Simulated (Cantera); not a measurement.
Charge: 1 mol toluene, 0.62 mol NH₃, 0.18 mol H₂O, at 1350 K.

These are equilibrium values from Cantera (NASA tables, ideal gas, pure condensed phases), not measurements of a reactor. Candidate condensed phases: C, C₆H₆, C₇H₈, C₈H₁₈, H₂O; 136 gas species. The ideal-gas law is rough above about 30 bar. The numbers say what is thermodynamically allowed, not how fast it happens.

x: gas mole fraction; n: condensed amount in mol.

```json
[
 {"P (Pa)": "10", "x H₂": "0.912", "x CH₄": "4.80e-7", "x N₂": "0.0553", "x CO": "0.0321", "x H₂O": "1.68e-8", "n C(graphite)": "6.82"},
 {"P (Pa)": "100", "x H₂": "0.912", "x CH₄": "4.80e-6", "x N₂": "0.0553", "x CO": "0.0321", "x H₂O": "1.68e-7", "n C(graphite)": "6.82"},
 {"P (Pa)": "1000", "x H₂": "0.912", "x CH₄": "4.80e-5", "x N₂": "0.0553", "x CO": "0.0321", "x H₂O": "1.68e-6", "n C(graphite)": "6.82"},
 {"P (Pa)": "10000", "x H₂": "0.912", "x CH₄": "0.000479", "x N₂": "0.0553", "x CO": "0.0321", "x H₂O": "1.68e-5", "n C(graphite)": "6.82"},
 {"P (Pa)": "100000", "x H₂": "0.907", "x CH₄": "___", "x N₂": "0.0556", "x CO": "0.0321", "x H₂O": "___", "n C(graphite)": "6.79"},
 {"P (Pa)": "1000000", "x H₂": "0.865", "x CH₄": "___", "x N₂": "0.0577", "x CO": "0.0319", "x H₂O": "___", "n C(graphite)": "6.60"},
 {"P (Pa)": "10000000", "x H₂": "0.648", "x CH₄": "0.242", "x N₂": "0.0687", "x CO": "0.0291", "x H₂O": "0.0108", "n C(graphite)": "5.79"}
]
```

Problem. What belongs in the gaps?

Solution. 
- 1000000, x CH₄: 0.0432
- 1000000, x H₂O: 0.00158
- 100000, x CH₄: 0.00475
- 100000, x H₂O: 0.000167
